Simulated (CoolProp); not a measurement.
Fluorine along the isobar 6.62 MPa: fugacity coefficient from the reference equation and from simpler models built on Tc = -128.7 °C, pc = 5.240 MPa, ω = 0.045; each cubic takes its own stable root.

Computed with CoolProp (reference Helmholtz-energy equation of state, de Reuck 1990).

```tsv
T (°C)	phase	reference	van der Waals	Redlich-Kwong
-156.85	liquid	0.1973	0.3077	0.2028
-140.15	liquid	0.3972	0.4750	0.4065
-123.45	supercritical	0.6260	0.6402	0.6226
-106.75	supercritical	0.7449	0.7408	0.7367
-90.05	supercritical	0.8141	0.8002	0.8049
-73.35	supercritical	0.8615	0.8426	0.8524
-56.65	supercritical	0.8954	0.8743	0.8871
-39.95	supercritical	0.9204	0.8988	0.9130
-23.25	supercritical	0.9394	0.9179	0.9327
-6.55	supercritical	0.9541	0.9332	0.9480
10.15	supercritical	0.9656	0.9456	0.9601
26.85	supercritical	0.9748	0.9557	0.9696
```
